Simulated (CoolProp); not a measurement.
The numbers come from the reference Helmholtz-energy equation of state, Gao 2022 in CoolProp.

Task: For n-perfluorohexane, give the phase and the cv (kJ/(kg K)), speed of sound (m/s), expansivity (1/kK) at 258.2 K and 0.838 MPa; 402 K and 0.838 MPa.

Result: 
- 258.2 K and 0.838 MPa: liquid; cv 0.793, speed of sound 625, expansivity 1.53
- 402 K and 0.838 MPa: liquid; cv 0.986, speed of sound 208, expansivity 4.44
